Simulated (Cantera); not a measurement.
Charge: 1 mol Fe3O4, 1 mol HCl, 2.1 mol N2, at 975 K and 0.100 bar.

Equilibrium computed with Cantera from the NASA thermochemical tables; the gas is ideal and each condensed phase is pure. Candidate condensed phases: Fe, FeCl2, FeCl3, FeO, Fe(OH)2, Fe(OH)3, Fe2O3, Fe3O4, H2O, NH4Cl; 37 gas species. Kinetics and transport are ignored.

Base state: N2 0.679, HCl 0.296, H2O 0.0138, FeCl2 0.00899, FeCl3 0.00297, Fe2Cl4 0.000143 (mole fractions); condensed: Fe2O3(s) + Fe3O4(s).

Problem. What changes in the equilibrium state with this change: Fe3O4 replaced by B?

Solution. 
```json
[
 {"species": "N2", "before": "0.679", "after": "0.616"},
 {"species": "HCl", "before": "0.296", "after": "0.382"},
 {"species": "H2", "before": "2.06e-7", "after": "0.00155"},
 {"species": "H2O", "before": "0.0138", "after": "0"},
 {"species": "BCl3", "before": "0", "after": "0.00103"},
 {"species": "FeCl2", "before": "0.00899", "after": "0"},
 {"species": "FeCl3", "before": "0.00297", "after": "0"},
 {"species": "Fe2Cl4", "before": "0.000143", "after": "0"},
 {"species": "Fe2O3(s), mol", "before": "0.0240", "after": "0"},
 {"species": "Fe3O4(s), mol", "before": "0.971", "after": "0"},
 {"species": "BN(s), mol", "before": "0", "after": "0.997"}
]
```
N2 is the only nitrogen source here; it is nearly inert below about 1500 K, so the nitride shown seldom forms there in practice. Gases not in the tables: BHCl2. Further candidate phases: B, BN.
